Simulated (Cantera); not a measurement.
# Thermodynamics of silicon nitride deposition, feed SiH₄ + NH₃ + N₂

A closed system holds: 1 mol SiH₄, 0.22 mol NH₃, 6.6 mol N₂, held at 1998.15 K and 2.50 mbar.

These are equilibrium values from Cantera (NASA tables, ideal gas, pure condensed phases), not measurements of a reactor. Candidate condensed phases: Si, Si₃N₄; 18 gas species. The tables' values for SiN are old estimates; treat these amounts as uncertain. Gases not in the tables: Si₂H₆ and higher silanes. The numbers say what is thermodynamically allowed, not how fast it happens.

- x(N₂) = 0.723
- x(H₂) = 0.243
- x(Si) = 0.0170
- x(H) = 0.0158
- x(SiH) = 0.000286
- x(Si₂N) = 0.000249
- x(SiN) = 0.000189
- x(Si₂) = 0.000176
- x(Si₃) = 3.77e-5
- n(Si(l)) = 0.828 mol
- gas amount = 9.277 mol
